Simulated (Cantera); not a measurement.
Feed: 1 mol Fe3O4, 3.4 mol H2, 12 mol N2, equilibrated at 1627 °C and 19.0 Pa.

These are equilibrium values from Cantera (NASA tables, ideal gas, pure condensed phases), not measurements of a reactor. Candidate condensed phases: Fe, FeO, Fe(OH)2, Fe(OH)3, Fe2O3, Fe3O4, H2O; 27 gas species. The tables' stoichiometric FeO is somewhat more stable than real wüstite, so its field is too wide. FeO: taken at fixed stoichiometry. Equilibrium is a limit: real reactors are often held back by kinetics, nucleation or transport.

Base state: N2 0.698, H2O 0.143, Fe 0.0901, H2 0.0474, H 0.0125, FeO 0.00420, OH 0.00310, O2 0.000808 (mole fractions); condensed: FeO(l).

Problem. What changes in the equilibrium state with this change: pressure from 19.0 Pa to 99.0 Pa?

Solution. 
```tsv
species	before	after
N2	0.698	0.739
H2O	0.143	0.108
H2	0.0474	0.0973
Fe	0.0901	0.0470
H	0.0125	0.00787
O2	0.000808	2.10e-5
O	0.000615	4.34e-5
NO	0.000335	5.55e-5
FeO	0.00420	0.000805
OH	0.00310	0.000715
FeO(l), mol	1.38	2.22
```
